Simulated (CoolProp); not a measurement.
n-dodecane along the isotherm 346.85 °C: fugacity coefficient from the reference equation and from simpler models built on Tc = 385.0 °C, pc = 18.18 bar, ω = 0.574; each cubic takes its own stable root.

The numbers come from the reference Helmholtz-energy equation of state, Lemmon 2004 in CoolProp. It is a short technical equation, of lower accuracy than the large ones.

| p (bar) | phase | reference |
|---|---|---|
| 12.1 | liquid | 0.6435 |
| 24.2 | liquid | 0.3522 |
| 36.4 | liquid | 0.2557 |
| 48.5 | liquid | 0.2088 |
| 60.6 | liquid | 0.1816 |
| 72.7 | liquid | 0.1642 |
| 84.8 | liquid | 0.1525 |
| 96.9 | liquid | 0.1444 |
| 109 | liquid | 0.1388 |
| 121 | liquid | 0.1350 |
| 133 | liquid | 0.1325 |
| 145 | liquid | 0.1311 |
| 158 | liquid | 0.1304 |
| 170 | liquid | 0.1305 |
| 182 | liquid | 0.1312 |

How far does each simpler model (van der Waals, Redlich-Kwong, Soave-Redlich-Kwong, Peng-Robinson) lie from the reference over these 15 states: mean and median of the absolute difference, and the worst?


- van der Waals: mean 88.2 %, median 87.5 %, worst +151.3 % at 346.85 °C and 182 bar
- Redlich-Kwong: mean 36.3 %, median 37.6 %, worst +50.8 % at 346.85 °C and 182 bar
- Soave-Redlich-Kwong: mean 20.1 %, median 20.8 %, worst +31.1 % at 346.85 °C and 182 bar
- Peng-Robinson: mean 8.1 %, median 8.7 %, worst +10.6 % at 346.85 °C and 182 bar

At some of these states van der Waals, Redlich-Kwong gives the other phase, because its saturation line lies elsewhere.
